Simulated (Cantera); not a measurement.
An isothermal, constant-pressure homogeneous reactor starts with 0.199 % CH2O, 0.308 % O2, 99.5 % N2, equivalence ratio 0.65, at 1600 K and 1.28 atm.

Detailed kinetics in Cantera: GRI-Mech 3.0 (53 species, 325 reactions).

One state of this run: x CH2O = 0.00183; x O2 = 0.00307; x C2H6 = <1e-12; x C2H4 = <1e-12; x H = 8.36e-6. x: mole fraction; the columns are a selection and need not sum to one.

Question: Which value of t (s) does it belong to?
(A) 6.18
(B) 8.38e-5
(C) 0.0228
(D) 0.00352

Answer: B, 8.38e-5
